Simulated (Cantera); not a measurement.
Feed: 1 mol (CH₃)₂SiCl₂, 450 mol H₂, equilibrated at 2150 K and 1330 Pa.

Method: chemical equilibrium by Gibbs-energy minimisation in Cantera with the NASA 1993 tables (ideal gas, pure condensed phases). Candidate condensed phases: C, C₆H₆, C₇H₈, C₈H₁₈, Si, SiC; 109 gas species. The feed counts by its element totals alone. The tables' values for SiCl are old estimates; treat these amounts as uncertain. Gases not in the tables: Si₂H₆ and higher silanes. Rates play no part.

Base state: H₂ 0.956, H 0.0357, HCl 0.00419, C₂H₂ (acetylene) 0.00185, Si 0.00155, SiC₂ 0.000122, Cl 0.000114, SiH 8.53e-5 (mole fractions); condensed: C(graphite) + SiC(s).

What changes in the equilibrium state with this change: (CH₃)₂SiCl₂ replaced by SiHCl₃?


```
species             before    after
----------------  --------  -------
H₂                   0.956    0.956
H                   0.0357   0.0357
HCl                0.00419  0.00629
C₂H₂ (acetylene)   0.00185        0
Si                 0.00155  0.00199
SiC₂              0.000122        0
Si₂C               7.61e-5        0
SiCl               1.16e-5  2.25e-5
C(graphite), mol    0.0286        0
SiC(s), mol         0.0990        0
```

What changes in the equilibrium state with this change: (CH₃)₂SiCl₂ replaced by SiH₂Cl₂?


```json
[
 {"species": "H₂", "before": "0.956", "after": "0.958"},
 {"species": "H", "before": "0.0357", "after": "0.0357"},
 {"species": "HCl", "before": "0.00419", "after": "0.00420"},
 {"species": "C₂H₂ (acetylene)", "before": "0.00185", "after": "0"},
 {"species": "Si", "before": "0.00155", "after": "0.00200"},
 {"species": "SiC₂", "before": "0.000122", "after": "0"},
 {"species": "Si₂C", "before": "7.61e-5", "after": "0"},
 {"species": "C(graphite), mol", "before": "0.0286", "after": "0"},
 {"species": "SiC(s), mol", "before": "0.0990", "after": "0"}
]
```
